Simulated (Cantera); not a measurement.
**Premixed flame**

A freely propagating, adiabatic, planar premixed flame of 3.82 % C₂H₆, 17.8 % O₂, 66.9 % N₂, 11.5 % CO₂, equivalence ratio 0.75, unburnt at 350 K and 500000 Pa; unity-Lewis-number transport, grid criteria slope 0.08 and curve 0.16, no radiation.

Cantera simulation using GRI-Mech 3.0 (53 species, 325 reactions); the numbers are that mechanism's predictions, not measurements. Unity Lewis numbers drop preferential diffusion, which matters most where H2 and H carry the flame. Burning velocities carry a grid error of a few per cent, more on coarse grids.

```csv
z (mm),T (K),u (m/s),x C₂H₆,x O₂,x CO₂,x CH₄,x CH₂CO,x HCO
-0.757,352,0.0939,0.0381,0.178,0.115,7.64e-7,1.17e-6,<1e-8
-0.505,364,0.0971,0.0378,0.177,0.115,4.59e-6,7.05e-6,<1e-8
-0.379,398,0.106,0.0367,0.174,0.116,1.55e-5,2.38e-5,<1e-8
-0.252,531,0.142,0.0325,0.162,0.121,6.00e-5,9.22e-5,<1e-8
-0.126,917,0.248,0.0193,0.125,0.135,0.000198,0.000304,<1e-8
-0.0631,1229,0.335,0.00817,0.0923,0.147,0.000315,0.000485,1.28e-7
0,1553,0.427,0.000231,0.0594,0.162,0.000211,0.000388,4.15e-6
0.0631,1675,0.458,6.03e-8,0.0491,0.175,5.57e-6,2.14e-5,1.15e-7
0.126,1716,0.468,<1e-8,0.0465,0.181,1.21e-7,8.10e-7,<1e-8
0.252,1746,0.475,<1e-8,0.0447,0.185,<1e-8,<1e-8,<1e-8
0.505,1761,0.478,<1e-8,0.0440,0.187,<1e-8,<1e-8,<1e-8
1.01,1765,0.479,<1e-8,0.0439,0.187,<1e-8,<1e-8,<1e-8
2.02,1766,0.480,<1e-8,0.0438,0.187,<1e-8,<1e-8,<1e-8
```
x: mole fraction of selected species; z is measured from the peak of heat release.

The laminar burning velocity is 9.33 cm/s. The thermal thickness is 0.252 mm. The peak x(CH₄) is 0.000355. The peak x(CH₂CO) comes out as 0.000555 and the peak x(HCO) is 4.24e-6. The grid points is 126.
